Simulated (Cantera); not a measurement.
Input (Python, Cantera):

```python
import numpy as np
import cantera as ct

gas = ct.Solution("gri30.yaml")
gas.TPX = 1550, 500000, {'CH4': 1, 'CO': 0.3, 'O2': 1.43, 'N2': 5.39}
reactor = ct.IdealGasReactor(gas, energy="on", clone=False)
net = ct.ReactorNet([reactor])
net.rtol, net.atol = 1e-08, 1e-16
show = ['CH4', 'CO', 'O2', 'NO', 'N2O']
times = np.geomspace(5e-06, 5, 11)

steps = ct.SolutionArray(gas, extra=["t"])
rows = []
print(f"{'t/s':>10s}{'T/K':>9s}{'P/Pa':>11s}" + "".join(f"{s:>11s}" for s in show))
for t in times:
    while net.time < t:
        t_next = net.step()
        steps.append(gas.state, t=t_next)
    rows.append([np.interp(t, steps.t, y) for y in (steps.T, steps.P, *steps(*show).X.T)])
    print(f"{t:10.3e}{rows[-1][0]:9.1f}{rows[-1][1]:11.4g}" + "".join(f"{x:11.3e}" for x in rows[-1][2:]))
rate = np.gradient(steps.T, steps.t)
print("integrator steps:", len(steps.t))
if steps.T.max() > steps.T[0] + 200:
    print(f"time of steepest temperature rise: {steps.t[rate.argmax()]:.4e} s")
gas.TPX = 1550, 500000, {'CH4': 1, 'CO': 0.3, 'O2': 1.43, 'N2': 5.39}
gas.equilibrate("UV")
print(f"equilibrium (UV): T = {gas.T:.1f} K  " + "  ".join(f"{s} {gas[s].X[0]:.3e}" for s in show))
```

It prints:

```
       t/s      T/K       P/Pa        CH4         CO         O2         NO        N2O
 5.000e-06   1550.0      5e+05  1.231e-01  3.694e-02  1.761e-01  1.096e-14  2.652e-11
 1.991e-05   1550.0      5e+05  1.230e-01  3.694e-02  1.761e-01  1.071e-13  2.249e-10
 7.924e-05   1554.4  5.015e+05  1.219e-01  3.694e-02  1.754e-01  1.686e-12  1.901e-09
 3.155e-04   3073.1  1.082e+06  8.960e-12  1.101e-01  1.903e-03  3.279e-03  6.464e-07
 1.256e-03   3068.5   1.08e+06  9.257e-12  1.103e-01  1.819e-03  4.242e-03  6.949e-07
 5.000e-03   3068.5   1.08e+06  9.257e-12  1.103e-01  1.819e-03  4.242e-03  6.949e-07
 1.991e-02   3068.5   1.08e+06  9.257e-12  1.103e-01  1.819e-03  4.242e-03  6.949e-07
 7.924e-02   3068.5   1.08e+06  9.257e-12  1.103e-01  1.819e-03  4.242e-03  6.949e-07
 3.155e-01   3068.5   1.08e+06  9.257e-12  1.103e-01  1.819e-03  4.242e-03  6.949e-07
 1.256e+00   3068.5   1.08e+06  9.257e-12  1.103e-01  1.819e-03  4.242e-03  6.949e-07
 5.000e+00   3068.5   1.08e+06  9.257e-12  1.103e-01  1.819e-03  4.242e-03  6.949e-07
integrator steps: 2022
time of steepest temperature rise: 2.4847e-04 s
equilibrium (UV): T = 3068.5 K  CH4 1.084e-11  CO 1.103e-01  O2 1.819e-03  NO 4.242e-03  N2O 6.949e-07
```

Detailed kinetics in Cantera: GRI-Mech 3.0 (53 species, 325 reactions). Above 3000 K some thermodynamic fits are extrapolated.
